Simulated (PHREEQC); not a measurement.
Solution (20 °C): 12 mmol/kgw HCl and 35 mmol/kgw LiCl. It is in equilibrium with CO2 at log p = 0 (atm). Otherwise closed; pH follows from the charge balance.

Equilibrium calculation in PHREEQC: ion-association model, phreeqc.dat.

```json
[
 {"quantity": "pH", "before": "1.99", "after": "1.99"},
 {"quantity": "ionic strength (mol/kgw)", "before": "0.0470", "after": "0.0470"},
 {"quantity": "(CO2)2 (mol/kgw)", "before": "2.32e-5", "after": "1.32e-5"},
 {"quantity": "HCO3- (mol/kgw)", "before": "1.88e-6", "after": "1.09e-6"}
]
```

Problem. What was changed between the two runs?
(A) temperature from 20 to 55 °C
(B) temperature from 20 to 10 °C
(C) temperature from 20 to 80 °C
(D) LiCl replaced by LiBr at the same molality
(E) HCl left out

Solution. A, temperature from 20 to 55 °C

This is a speciation only: nothing precipitates in the calculation. Constants without temperature data keep their 25 °C values here.
